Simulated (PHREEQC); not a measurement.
Make-up at 25 °C: 0.022 mol/kgw NaBr, 0.23 mol/kgw K2SO4 and 0.003 mol/kgw LiCl. Closed to the air; pH follows from the charge balance.

Model: Pitzer model, pitzer.dat, run in PHREEQC.

No solid was allowed to form.

Question: Predict the activity of water.

Answer: activity of water 0.990.

Complexes and solids missing from the database can't appear.
